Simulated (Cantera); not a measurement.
Input: 1 mol CH3F, 0.36 mol HCl, 0.47 mol H2, at 7.50 Torr.

These are equilibrium values from Cantera (NASA tables, ideal gas, pure condensed phases), not measurements of a reactor. Candidate condensed phases: C, C6H6, C7H8, C8H18; 118 gas species. Equilibrium is a limit: real reactors are often held back by kinetics, nucleation or transport.

Over these rows the condensed part is C(graphite). Partial pressures as log10 of bar:

```
T (K)  1000/T (1/K)  log p CH4  log p H2  log p HF  log p HCl
-----  ------------  ---------  --------  --------  ---------
850          1.1765      -4.78     -2.29     -2.45      -2.89
1050         0.9524      -5.81     -2.28     -2.45      -2.90
1250         0.8000          ?     -2.28     -2.45      -2.90
1450         0.6897      -7.05     -2.28     -2.45      -2.90
1650         0.6061      -7.45     -2.28     -2.45      -2.90
1850         0.5405      -7.76     -2.29     -2.45      -2.90
```

**Question.** Fit log p(CH4) = a + b·(1000/T) to the five rows, give the apparent enthalpy, and predict the row at 1250 K.

**Answer.** Means: 1000/T = 0.7930, log p = -6.570. Sxy = 1.322140, Sxx = 0.2818394, so b = 4.69 and a = -6.570 − (4.69)×0.7930 = -10.29.
Apparent enthalpy: −19.145 × (4.69) = -90 kJ/mol. With the condensed phases at unit activity, C(graphite) + 2 H2(g) = CH4(g) links this pressure to the main gases: over the six rows their terms move log p by +0.00 in all, so the slope is close to that reaction's ΔH°. The five rows lie within 0.01 of the line.
Prediction at 1250 K: -10.29 + (4.69)×0.8000 = -6.54. The computed value is -6.53, 0.01 from the line.
